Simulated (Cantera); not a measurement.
Input (Python, Cantera) and output of one run.

```python
import numpy as np
import cantera as ct

gas_names = [...]  # 110 gases of nasa_gas.yaml made of C, F, H
cond_names = """
    C(gr) C6H6(L) C7H8(L) C8H18(L),n-octa
""".split()


# ... load() reads the species with a 1 bar reference pressure and builds the phases ...
atoms = {
    'C2F6': {'C': 2, 'F': 6},
    'H2': {'H': 2},
}
top_T = {'C(gr)': 4500}  # K; cautious upper limits of use, not melting points


# ... equilibrate(T, P, feed) seeds the gas with the atoms and calls Mixture.equilibrate('TP', solver="vcs", rtol=1e-11, max_steps=5000) ...
results = []
feed = {'C2F6': 1, 'H2': 2.9}  # mol
P = 13000  # Pa
for T in [3000, 3250, 3500, 3750, 4000, 4250, 4500, 4750, 5000]:
    mix = equilibrate(T, P, feed)
    results.append((T, P, feed, dict(zip(mix.species_names, mix.species_moles))))
    x = sorted(zip(gas.X, gas.species_names), reverse=True)
    print(f"T = {T:g} K  P = {P:g} Pa  gas = {mix.phase_moles(0):.4g} mol")
    print("   x: " + "  ".join(f"{s} {v:.3e}" for v, s in x if v > 0.0001))
    print("   condensed (mol): " + ("  ".join(f"{mix.phase(i).name} {mix.phase_moles(i):.4g}"
          for i in range(1, mix.n_phases) if mix.phase_moles(i) > 1e-12) or "none"))
```

Output:

```
T = 3000 K  P = 13000 Pa  gas = 6.158 mol
   x: HF 9.146e-01  F 4.997e-02  H 2.173e-02  CF 5.781e-03  H2 2.462e-03  C3 2.400e-03  CF2 1.962e-03  C 3.899e-04  C2 2.438e-04  C2H 2.323e-04  C2H2,acetylene 1.531e-04
   condensed (mol): C(gr) 1.896
T = 3250 K  P = 13000 Pa  gas = 6.721 mol
   x: HF 7.831e-01  F 8.901e-02  H 6.561e-02  C3 2.786e-02  CF 1.657e-02  H2 5.431e-03  C 3.496e-03  C2 2.974e-03  CF2 1.991e-03  C2H 1.900e-03  C5 1.026e-03  C2H2,acetylene 6.591e-04  C4 1.827e-04  C2HF 1.116e-04
   condensed (mol): C(gr) 1.174
T = 3500 K  P = 13000 Pa  gas = 7.821 mol
   x: HF 5.842e-01  F 1.530e-01  H 1.380e-01  C3 5.787e-02  CF 2.708e-02  C 1.453e-02  C2 1.019e-02  H2 7.098e-03  C2H 3.774e-03  C5 1.567e-03  CF2 1.400e-03  C2H2,acetylene 6.166e-04  C4 4.282e-04
   condensed (mol): none
T = 3750 K  P = 13000 Pa  gas = 8.989 mol
   x: HF 3.950e-01  F 2.419e-01  H 2.325e-01  C3 3.913e-02  C 3.554e-02  CF 2.906e-02  C2 1.498e-02  H2 6.991e-03  C2H 3.059e-03  CF2 7.150e-04  C5 4.124e-04  C2H2,acetylene 2.307e-04  C4 2.301e-04  CH 1.797e-04
   condensed (mol): none
T = 4000 K  P = 13000 Pa  gas = 10.54 mol
   x: F 3.250e-01  H 3.188e-01  HF 2.189e-01  C 6.899e-02  CF 2.465e-02  C3 1.940e-02  C2 1.653e-02  H2 5.200e-03  C2H 1.742e-03  CF2 2.850e-04  CH 2.355e-04
   condensed (mol): none
T = 4250 K  P = 13000 Pa  gas = 12 mol
   x: F 3.801e-01  H 3.726e-01  C 1.044e-01  HF 1.035e-01  CF 1.616e-02  C2 1.279e-02  C3 6.244e-03  H2 3.131e-03  C2H 6.653e-04  CH 2.228e-04
   condensed (mol): none
T = 4500 K  P = 13000 Pa  gas = 12.93 mol
   x: F 4.090e-01  H 3.985e-01  C 1.269e-01  HF 4.624e-02  CF 8.723e-03  C2 7.201e-03  H2 1.726e-03  C3 1.355e-03  C2H 1.860e-04  CH 1.660e-04
   condensed (mol): none
T = 4750 K  P = 13000 Pa  gas = 13.39 mol
   x: F 4.226e-01  H 4.100e-01  C 1.369e-01  HF 2.107e-02  CF 4.400e-03  C2 3.534e-03  H2 9.515e-04  C3 2.571e-04  CH 1.120e-04
   condensed (mol): none
T = 5000 K  P = 13000 Pa  gas = 13.6 mol
   x: F 4.288e-01  H 4.152e-01  C 1.410e-01  HF 1.009e-02  CF 2.250e-03  C2 1.724e-03  H2 5.419e-04
   condensed (mol): none
```

Cantera equilibrium calculation (NASA polynomials, part measured and part estimated; ideal gas, pure solids and liquids). The feed counts by its element totals alone.
